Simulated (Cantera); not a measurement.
## Reactions in the system Cr-H-N-O

Cantera with NASA thermochemical tables; ideal gases at 1 bar, condensed phases pure. Values are per mole of reaction as written; species without (g) are pure solids or liquids, kept so even where they would boil at 1 bar.

3 NH3(g) + 5 CrO3(g) ⇌ 9 OH(g) + 5 Cr + 3 NO2(g)

```csv
T (K),ΔH° (kJ),ΔS° (J/K),ΔG° (kJ),log10 K
1125,2098.1,656.8,1359.2,-63.11
1225,2102.3,660.4,1293.3,-55.15
1325,2107.2,664.2,1227.1,-48.37
1425,2112.9,668.4,1160.5,-42.54
1525,2119.6,672.9,1093.4,-37.45
1625,2127.2,677.7,1025.9,-32.98
1725,2135.8,682.9,957.8,-29.00
1825,2145.4,688.3,889.3,-25.45
1925,2156.2,694.0,820.2,-22.25
```

9 H2(g) + 6 NO(g) + 4 Cr ⇌ 6 NH3(g) + 2 Cr2O3

```json
[
 {"T (K)": "1125", "ΔH° (kJ)": "-3127.7", "ΔS° (J/K)": "-1287.3", "ΔG° (kJ)": "-1679.5", "log10 K": "77.98"},
 {"T (K)": "1225", "ΔH° (kJ)": "-3128.5", "ΔS° (J/K)": "-1288.0", "ΔG° (kJ)": "-1550.8", "log10 K": "66.12"},
 {"T (K)": "1325", "ΔH° (kJ)": "-3129.3", "ΔS° (J/K)": "-1288.6", "ΔG° (kJ)": "-1421.9", "log10 K": "56.05"},
 {"T (K)": "1425", "ΔH° (kJ)": "-3130.1", "ΔS° (J/K)": "-1289.2", "ΔG° (kJ)": "-1293.0", "log10 K": "47.40"},
 {"T (K)": "1525", "ΔH° (kJ)": "-3131.1", "ΔS° (J/K)": "-1289.8", "ΔG° (kJ)": "-1164.1", "log10 K": "39.87"},
 {"T (K)": "1625", "ΔH° (kJ)": "-3132.3", "ΔS° (J/K)": "-1290.6", "ΔG° (kJ)": "-1035.1", "log10 K": "33.27"},
 {"T (K)": "1725", "ΔH° (kJ)": "-3133.9", "ΔS° (J/K)": "-1291.5", "ΔG° (kJ)": "-906.0", "log10 K": "27.43"},
 {"T (K)": "1825", "ΔH° (kJ)": "-3135.8", "ΔS° (J/K)": "-1292.6", "ΔG° (kJ)": "-776.8", "log10 K": "22.23"},
 {"T (K)": "1925", "ΔH° (kJ)": "-3138.0", "ΔS° (J/K)": "-1293.8", "ΔG° (kJ)": "-647.4", "log10 K": "17.57"}
]
```
